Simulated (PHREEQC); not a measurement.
Solution (25 °C): 0.0039 mol H2SO4, 3.3e-05 mol AlCl3 and 0.00019 mol MgCl2 per kg of water. It is in equilibrium with CO2 at log p = -3.4 (atm). Otherwise closed; pH follows from the charge balance.

Model: ion-association model, wateq4f.dat, run in PHREEQC.

No solid was allowed to form.

Task: Order these Al species by the share of Al that they hold, largest first: Al+3, AlSO4+, Al(SO4)2-.

Result: AlSO4+ (71 %), Al+3 (25 %), Al(SO4)2- (4.0 %)

Task: Order these S species by the share of S that they hold, largest first: SO4-2, MgSO4, HSO4-, AlSO4+.

Result: SO4-2 (68 %), HSO4- (30 %), MgSO4 (1.1 %), AlSO4+ (0.60 %)

The pH is 2.22 and the ionic strength 0.00982 mol/kgw.
